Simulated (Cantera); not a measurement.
An isothermal, constant-pressure homogeneous reactor starts with 35.7 % CH4, 64.3 % H2, at 1748 K and 0.0133 bar.

Cantera simulation using GRI-Mech 3.0 (53 species, 325 reactions); the numbers are that mechanism's predictions, not measurements. GRI-Mech 3.0 stops at C3 and has no aromatics, soot or wall deposition, so with more carbon than oxygen in the feed, carbon stays in small species such as C2H2 where larger ones or solid carbon would form. Radical loss at walls, strong at low pressure, is not modelled.

x: mole fraction; the columns are a selection and need not sum to one.

```tsv
t (s)	x CH4	x H2	x CH2	x C2H2	x C2H4	x H
4.00e-6	0.357	0.643	<1e-12	<1e-12	<1e-12	7.04e-7
2.22e-5	0.357	0.643	4.13e-12	<1e-12	6.24e-12	1.88e-6
0.000123	0.357	0.643	2.87e-10	3.97e-12	3.88e-9	5.76e-6
0.000684	0.357	0.643	[?]	6.83e-9	9.66e-7	2.72e-5
0.00380	0.355	0.643	[?]	1.12e-5	0.000166	0.000148
0.0211	0.297	0.676	[?]	0.0128	0.00734	0.000712
0.117	0.106	0.799	[?]	0.0901	0.00131	0.00101
0.649	0.0173	0.856	[?]	0.125	9.43e-5	0.00147
3.60	0.00197	0.865	[?]	0.131	5.15e-5	0.00183
20.0	0.000416	0.866	[?]	0.131	5.10e-5	0.00185
```

Problem. What belongs in the gaps?

Solution. 
- 0.000684, x CH2: 1.16e-8
- 0.00380, x CH2: 3.24e-7
- 0.0211, x CH2: 3.62e-6
- 0.117, x CH2: 2.28e-6
- 0.649, x CH2: 9.43e-7
- 3.60, x CH2: 1.87e-7
- 20.0, x CH2: 4.14e-8
